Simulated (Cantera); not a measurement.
Feed: 1 mol SiH4, 0.34 mol NO, 0.12 mol H2, equilibrated at 0.140 bar.

Equilibrium computed with Cantera from the NASA thermochemical tables; the gas is ideal and each condensed phase is pure. Candidate condensed phases: H2O, Si, SiO2, Si2N2O, Si3N4; 35 gas species. Mutual solubility and eutectic melting of coexisting phases are not modelled. The tables hold silica as quartz up to 1696 K and as liquid above; real silica turns to tridymite and cristobalite and melts near 1996 K. The numbers say what is thermodynamically allowed, not how fast it happens. All values below are at 1448 K.

Base state: H2 0.999, SiO 0.00139, H 2.46e-5 (mole fractions); condensed: Si(s) + SiO2(β-quartz) + Si2N2O(s).

What changes in the equilibrium state with this change: NO from 0.34 to 3.6 mol?


| species | before | after |
|---|---|---|
| N2 | 1.41e-7 | 0.459 |
| H2O | 1.85e-6 | 0.408 |
| H2 | 0.999 | 0.133 |
| SiO | 0.00139 | <1e-9 |
| H | 2.46e-5 | 8.97e-6 |
| Si(s), mol | 0.574 | 0 |
| SiO2(β-quartz), mol | 0.0835 | 1.00 |
| Si2N2O(s), mol | 0.170 | 0 |
Gases not in the tables: Si(OH)4.
